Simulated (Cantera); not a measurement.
What does this Cantera script print?

```python
import numpy as np
import cantera as ct

gas = ct.Solution("gri30.yaml")
gas.TPX = 2198, 19000, {'CH4': 1, 'CO2': 0.36, 'H2': 0.23, 'H2O': 0.089}
reactor = ct.IdealGasConstPressureReactor(gas, energy="off", clone=False)
net = ct.ReactorNet([reactor])
net.rtol, net.atol = 1e-08, 1e-18
show = ['CH4', 'CO2', 'H2', 'HO2', 'OH']
times = np.geomspace(8e-06, 100, 10)

steps = ct.SolutionArray(gas, extra=["t"])
rows = []
print(f"{'t/s':>10s}{'T/K':>9s}{'P/Pa':>11s}" + "".join(f"{s:>11s}" for s in show))
for t in times:
    while net.time < t:
        t_next = net.step()
        steps.append(gas.state, t=t_next)
    rows.append([np.interp(t, steps.t, y) for y in (steps.T, steps.P, *steps(*show).X.T)])
    print(f"{t:10.3e}{rows[-1][0]:9.1f}{rows[-1][1]:11.4g}" + "".join(f"{x:11.3e}" for x in rows[-1][2:]))
rate = np.gradient(steps.T, steps.t)
print("integrator steps:", len(steps.t))
if steps.T.max() > steps.T[0] + 200:
    print(f"time of steepest temperature rise: {steps.t[rate.argmax()]:.4e} s")
gas.TPX = 2198, 19000, {'CH4': 1, 'CO2': 0.36, 'H2': 0.23, 'H2O': 0.089}
gas.equilibrate("TP")
print(f"equilibrium (TP): T = {gas.T:.1f} K  " + "  ".join(f"{s} {gas[s].X[0]:.3e}" for s in show))
```

Output:

```
       t/s      T/K       P/Pa        CH4        CO2         H2        HO2         OH
 8.000e-06   2198.0    1.9e+04  5.778e-01  2.128e-01  1.431e-01  2.907e-11  1.272e-05
 4.916e-05   2198.0    1.9e+04  3.784e-01  1.864e-01  2.753e-01  6.478e-11  6.867e-05
 3.021e-04   2198.0    1.9e+04  6.102e-02  8.046e-02  5.304e-01  1.048e-10  1.291e-04
 1.857e-03   2198.0    1.9e+04  8.836e-03  6.711e-03  5.505e-01  6.919e-11  1.870e-04
 1.141e-02   2198.0    1.9e+04  3.400e-03  1.465e-03  6.261e-01  2.770e-12  3.809e-05
 7.012e-02   2198.0    1.9e+04  1.868e-04  2.636e-07  6.446e-01  1.005e-19  7.517e-09
 4.309e-01   2198.0    1.9e+04  1.515e-04  1.846e-08  6.446e-01  6.006e-22  5.423e-10
 2.648e+00   2198.0    1.9e+04  1.515e-04  1.846e-08  6.446e-01  6.006e-22  5.423e-10
 1.627e+01   2198.0    1.9e+04  1.515e-04  1.846e-08  6.446e-01  6.006e-22  5.423e-10
 1.000e+02   2198.0    1.9e+04  1.515e-04  1.846e-08  6.446e-01  6.006e-22  5.423e-10
integrator steps: 1595
equilibrium (TP): T = 2198.0 K  CH4 1.519e-04  CO2 1.852e-08  H2 6.446e-01  HO2 6.044e-22  OH 5.441e-10
```

Cantera simulation using GRI-Mech 3.0 (53 species, 325 reactions); the numbers are that mechanism's predictions, not measurements. GRI-Mech 3.0 stops at C3 and has no aromatics, soot or wall deposition, so with more carbon than oxygen in the feed, carbon stays in small species such as C2H2 where larger ones or solid carbon would form.
